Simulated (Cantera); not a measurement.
Feed: 1 mol SiF₄, 2.2 mol N₂, 5.3 mol H₂, at 0.0100 bar.

Equilibrium computed with Cantera from the NASA thermochemical tables; the gas is ideal and each condensed phase is pure. Candidate condensed phases: Si, Si₃N₄; 37 gas species. N₂ is the only nitrogen source here; it is nearly inert below about 1500 K, so the nitride shown seldom forms there in practice. The numbers say what is thermodynamically allowed, not how fast it happens.

**Question.** Which condensed phases are stable at each of these points (T (K)): 1150, 1200, 1250, 1300, 1350, 1400, 1450, 1500?

**Answer.** 
| T (K) | condensed phases | Si condensed (%) |
|---|---|---|
| 1150 | Si₃N₄(s) | 0.2 |
| 1200 | Si₃N₄(s) | 0.3 |
| 1250 | Si₃N₄(s) | 0.2 |
| 1300 | Si₃N₄(s) | 0.0 |
| 1350 | gas only | 0.0 |
| 1400 | gas only | 0.0 |
| 1450 | gas only | 0.0 |
| 1500 | gas only | 0.0 |

From 1150 K to 1300 K the condensed part is Si₃N₄(s). From 1350 K to 1500 K nothing is condensed.
